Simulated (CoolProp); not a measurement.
Propane at several states: density (kg/m³) from the reference equation and from simpler models built on Tc = 369.9 K, pc = 4.251 MPa, ω = 0.152; each cubic takes its own stable root.

Computed with CoolProp (reference Helmholtz-energy equation of state, Lemmon 2009).

| T (K) | p (MPa) | phase | reference | van der Waals | Redlich-Kwong | Soave-Redlich-Kwong | Peng-Robinson |
|---|---|---|---|---|---|---|---|
| 247 | 0.882 | liquid | 563.0 | 358.1 | 522.7 | 532.1 | 601.8 |
| 240.2 | 0.434 | liquid | 570.5 | 10.53 | 530.8 | 539.8 | 610.3 |
| 358.2 | 0.676 | gas | 10.68 | 10.57 | 10.67 | 10.68 | 10.75 |
| 559.9 | 4.93 | supercritical | 51.18 | 53.10 | 52.04 | 50.48 | 51.77 |
| 426 | 0.16 | gas | 2.008 | 2.008 | 2.009 | 2.008 | 2.011 |
| 175.1 | 0.0579 | liquid | 641.8 | 1.794 | 602.9 | 606.1 | 681.6 |

At some of these states van der Waals gives the other phase, because its saturation line lies elsewhere.
